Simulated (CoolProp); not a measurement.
Carbonyl sulfide along the isotherm 69.15 °C: Z from the reference equation and from simpler models built on Tc = 105.6 °C, pc = 6.369 MPa, ω = 0.098; each cubic takes its own stable root.

Model: reference Helmholtz-energy equation of state, Lemmon 2006, in CoolProp. It is a short technical equation, of lower accuracy than the large ones.

```tsv
p (MPa)	phase	reference	Redlich-Kwong	Peng-Robinson
0.158	gas	0.9886	0.9886	0.9874
0.281	gas	0.9796	0.9796	0.9775
0.5	gas	0.9631	0.9634	0.9596
0.889	gas	0.9327	0.9334	0.9266
1.58	gas	0.8738	0.8761	0.8641
2.81	gas	0.7442	0.7545	0.7323
5	liquid	0.1236	0.1416	0.1234
8.89	liquid	0.2117	0.2355	0.2069
15.8	liquid	0.3598	0.3897	0.3445
28.1	liquid	0.6077	0.6431	0.5716
50	liquid	1.021	1.061	0.9469
```
